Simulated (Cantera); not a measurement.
A Cantera script and what it prints.

```python
import numpy as np
import cantera as ct

gas_names = """
    CL CL2 H HCL H2 Si SiCL SiCL2 SiCL3 SiCL4 SiH SiHCL3 SiH2 SiH2CL2 SiH3 SiH3CL SiH4 Si2 Si3
""".split()
cond_names = """
    Si(cr) Si(L)
""".split()


# ... load() reads the species with a 1 bar reference pressure and builds the phases ...
atoms = {
    'SiH2Cl2': {'Si': 1, 'H': 2, 'CL': 2},
    'H2': {'H': 2},
}
top_T = {}  # K; cautious upper limits of use, not melting points


# ... equilibrate(T, P, feed) seeds the gas with the atoms and calls Mixture.equilibrate('TP', solver="vcs", rtol=1e-11, max_steps=5000) ...
results = []
T = 1300  # K
P = 7400  # Pa
for m in [29, 63, 97, 130, 160, 200, 230, 260, 300, 330, 370, 400]:
    feed = {'SiH2Cl2': 1, 'H2': m}  # mol
    mix = equilibrate(T, P, feed)
    results.append((T, P, feed, dict(zip(mix.species_names, mix.species_moles))))

top = {s: max(r[3][s] / sum(r[3][g] for g in gas_names) for r in results) for s in gas_names}
cols = sorted((s for s in top if top[s] > 1e-05), key=lambda s: -top[s])[:8]
seen = [c for c in cond_names if any(r[3].get(c, 0) > 1e-12 for r in results)]
print("log10 of partial pressures in bar; condensed amounts in mol")
print(f"{'n(H2)':>10s}" + "".join(f"{s[:9]:>10s}" for s in cols + seen))
for T, P, feed, n in results:
    ng = sum(n[g] for g in gas_names)
    print(f"{feed['H2']:10.4g}" + "".join(f"{np.log10(max(n[s] / ng * P / 1e5, 1e-99)):10.3f}" for s in cols)
          + "".join(f"{n.get(c, 0):10.4g}" for c in seen))
```

It prints:

```
log10 of partial pressures in bar; condensed amounts in mol
     n(H2)        H2       HCL     SiCL2     SiCL3     SiCL4    SiHCL3   SiH2CL2    Si(cr)
        29    -1.155    -2.472    -3.364    -4.214    -4.290    -4.314    -5.188     0.749
        63    -1.143    -2.717    -3.864    -4.964    -5.290    -5.058    -5.677    0.8562
        97    -1.139    -2.874    -4.182    -5.442    -5.927    -5.534    -5.991    0.9003
       130    -1.137    -2.987    -4.410    -5.783    -6.382    -5.874    -6.217    0.9233
       160    -1.136    -3.069    -4.575    -6.031    -6.713    -6.122    -6.381    0.9366
       200    -1.135    -3.159    -4.756    -6.302    -7.075    -6.393    -6.561    0.9485
       230    -1.134    -3.216    -4.871    -6.474    -7.304    -6.564    -6.675    0.9549
       260    -1.134    -3.266    -4.972    -6.626    -7.507    -6.716    -6.776    0.9599
       300    -1.134    -3.325    -5.091    -6.805    -7.745    -6.895    -6.895     0.965
       330    -1.133    -3.365    -5.171    -6.924    -7.904    -7.014    -6.974     0.968
       370    -1.133    -3.413    -5.267    -7.068    -8.096    -7.158    -7.070    0.9714
       400    -1.133    -3.446    -5.333    -7.167    -8.228    -7.256    -7.135    0.9734
```

Equilibrium computed with Cantera from the NASA thermochemical tables; the gas is ideal and each condensed phase is pure. The tables' values for SiCl3 are old estimates; treat these amounts as uncertain.
